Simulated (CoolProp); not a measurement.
A simple Rankine cycle with c-C4F8 (RC318): condensing at 320.15 K, boiler at 2.31 MPa, turbine inlet 499 K, turbine efficiency 0.65, pump efficiency 0.6, no recuperator. Each further row changes one setting.

Model: reference Helmholtz-energy equation of state, Platzer 1990, in CoolProp. This equation is an older, rougher fit; its heat capacities, sound speeds and derivatives of the liquid may be far off and weren't checked against measurements.

| case | thermal efficiency (%) | net work (kJ/kg) | heat in (kJ/kg) | turbine exit temperature (K) | volume ratio over the turbine |
|---|---|---|---|---|---|
| as stated | 5.6 | 14.4 | 256 | 475.9 | 4.00 |
| condensing temperature 312.15 K | 6.4 | 17.0 | 265 | 472.7 | 5.00 |
| boiler pressure 1.62 MPa | 4.3 | 11.2 | 260 | 482.8 | 2.75 |
| turbine efficiency 0.55 | 4.6 | 11.9 | 256 | 478.4 | 4.02 |
